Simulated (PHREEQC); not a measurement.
A solution holds 0.02 mol CuCl2, 0.61 mol HCl and 0.0035 mol H3BO3 per kg of water, at 25 °C. Closed to the air; pH follows from the charge balance.

Model: ion-association model, phreeqc.dat, run in PHREEQC.

This is a speciation only: nothing precipitates in the calculation.

Order these Cu species by the share of Cu that they hold, largest first: CuCl2, CuCl+, Cu+2.

Cu+2 (69 %), CuCl+ (28 %), CuCl2 (3.3 %)

The pH is 0.34 and the ionic strength 0.657 mol/kgw. Complexes and solids missing from the database can't appear.
